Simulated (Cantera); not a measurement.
Cantera run:

```python
import numpy as np
import cantera as ct

gas_names = """
    CL CL2 H HCL H2 Si SiCL SiCL2 SiCL3 SiCL4 SiH SiHCL3 SiH2 SiH2CL2 SiH3 SiH3CL SiH4 Si2 Si3
""".split()
cond_names = """
    Si(cr) Si(L)
""".split()


# ... load() reads the species with a 1 bar reference pressure and builds the phases ...
atoms = {
    'Si': {'Si': 1},
    'Cl2': {'CL': 2},
    'H2': {'H': 2},
}
top_T = {}  # K; cautious upper limits of use, not melting points


# ... equilibrate(T, P, feed) seeds the gas with the atoms and calls Mixture.equilibrate('TP', solver="vcs", rtol=1e-11, max_steps=5000) ...
results = []
T = 948  # K
P = 100000  # Pa
for m in [1.1, 2.4, 3.7, 5, 6.3, 7.6, 8.9, 10, 11, 13]:
    feed = {'Si': 1, 'Cl2': 1.3, 'H2': m}  # mol
    mix = equilibrate(T, P, feed)
    results.append((T, P, feed, dict(zip(mix.species_names, mix.species_moles))))
    x = sorted(zip(gas.X, gas.species_names), reverse=True)
    print(f"T = {T:g} K  P = {P:g} Pa  n(H2) = {m:g} mol  gas = {mix.phase_moles(0):.4g} mol")
    print("   x: " + "  ".join(f"{s} {v:.3e}" for v, s in x if v > 1e-06))
    print("   condensed (mol): " + ("  ".join(f"{mix.phase(i).name} {mix.phase_moles(i):.4g}"
          for i in range(1, mix.n_phases) if mix.phase_moles(i) > 1e-12) or "none"))
```

Result:

```
T = 948 K  P = 100000 Pa  n(H2) = 1.1 mol  gas = 1.707 mol
   x: H2 5.855e-01  SiCL4 2.988e-01  SiHCL3 1.031e-01  HCL 7.639e-03  SiH2CL2 3.603e-03  SiCL3 1.158e-03  SiCL2 1.517e-04  SiH3CL 3.142e-05
   condensed (mol): Si(cr) 0.3055
T = 948 K  P = 100000 Pa  n(H2) = 2.4 mol  gas = 2.997 mol
   x: H2 7.574e-01  SiCL4 1.582e-01  SiHCL3 7.279e-02  HCL 7.411e-03  SiH2CL2 3.391e-03  SiCL3 7.184e-04  SiCL2 1.104e-04  SiH3CL 3.944e-05
   condensed (mol): Si(cr) 0.2951
T = 948 K  P = 100000 Pa  n(H2) = 3.7 mol  gas = 4.291 mol
   x: H2 8.275e-01  SiCL4 1.056e-01  SiHCL3 5.620e-02  HCL 7.002e-03  SiH2CL2 3.028e-03  SiCL3 5.306e-04  SiCL2 9.019e-05  SiH3CL 4.071e-05
   condensed (mol): Si(cr) 0.2898
T = 948 K  P = 100000 Pa  n(H2) = 5 mol  gas = 5.588 mol
   x: H2 8.657e-01  SiCL4 7.843e-02  SiHCL3 4.599e-02  HCL 6.649e-03  SiH2CL2 2.730e-03  SiCL3 4.245e-04  SiCL2 7.773e-05  SiH3CL 4.044e-05
   condensed (mol): Si(cr) 0.2864
T = 948 K  P = 100000 Pa  n(H2) = 6.3 mol  gas = 6.886 mol
   x: H2 8.897e-01  SiCL4 6.195e-02  SiHCL3 3.906e-02  HCL 6.354e-03  SiH2CL2 2.493e-03  SiCL3 3.557e-04  SiCL2 6.908e-05  SiH3CL 3.972e-05
   condensed (mol): Si(cr) 0.2841
T = 948 K  P = 100000 Pa  n(H2) = 7.6 mol  gas = 8.184 mol
   x: H2 9.062e-01  SiCL4 5.094e-02  SiHCL3 3.404e-02  HCL 6.107e-03  SiH2CL2 2.303e-03  SiCL3 3.071e-04  SiCL2 6.264e-05  SiH3CL 3.888e-05
   condensed (mol): Si(cr) 0.2823
T = 948 K  P = 100000 Pa  n(H2) = 8.9 mol  gas = 9.483 mol
   x: H2 9.183e-01  SiCL4 4.309e-02  SiHCL3 3.022e-02  HCL 5.895e-03  SiH2CL2 2.146e-03  SiCL3 2.709e-04  SiCL2 5.761e-05  SiH3CL 3.804e-05
   condensed (mol): Si(cr) 0.281
T = 948 K  P = 100000 Pa  n(H2) = 10 mol  gas = 10.58 mol
   x: H2 9.262e-01  SiCL4 3.802e-02  SiHCL3 2.764e-02  HCL 5.739e-03  SiH2CL2 2.033e-03  SiCL3 2.466e-04  SiCL2 5.412e-05  SiH3CL 3.735e-05
   condensed (mol): Si(cr) 0.2801
T = 948 K  P = 100000 Pa  n(H2) = 11 mol  gas = 11.58 mol
   x: H2 9.322e-01  SiCL4 3.430e-02  SiHCL3 2.566e-02  HCL 5.611e-03  SiH2CL2 1.944e-03  SiCL3 2.283e-04  SiCL2 5.140e-05  SiH3CL 3.675e-05
   condensed (mol): Si(cr) 0.2794
T = 948 K  P = 100000 Pa  n(H2) = 13 mol  gas = 13.58 mol
   x: H2 9.415e-01  SiCL4 2.857e-02  SiHCL3 2.249e-02  HCL 5.387e-03  SiH2CL2 1.792e-03  SiCL3 1.990e-04  SiCL2 4.691e-05  SiH3CL 3.563e-05
   condensed (mol): Si(cr) 0.2784
```

Equilibrium computed with Cantera from the NASA thermochemical tables; the gas is ideal and each condensed phase is pure. The tables' values for SiCl3 are old estimates; treat these amounts as uncertain.
